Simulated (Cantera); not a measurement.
Charge: 1 mol Si, 1.6 mol HF, 78 mol H2, equilibrated at 1175 K and 750 Torr.

Method: chemical equilibrium by Gibbs-energy minimisation in Cantera with the NASA 1993 tables (ideal gas, pure condensed phases). Candidate condensed phases: Si; 25 gas species. The tables' values for SiF3 are old estimates; treat these amounts as uncertain. Rates play no part.

Base state: H2 0.994, SiF4 0.00354, SiHF3 0.00165, SiH2F2 0.000382, SiF3 8.36e-5, HF 5.24e-5, SiH3F 2.23e-5 (mole fractions); condensed: Si(s).

Q: What changes in the equilibrium state with this change: H2 from 78 to 0.52 mol?

A: 
```csv
species,before,after
H2,0.994,0.756
SiF4,0.00354,0.209
SiHF3,0.00165,0.0307
SiF3,8.36e-5,0.00178
SiF2,2.33e-6,1.79e-5
"Si(s), mol",0.550,0.584
```
The tables' values for SiF3, SiF2 are old estimates; treat these amounts as uncertain.
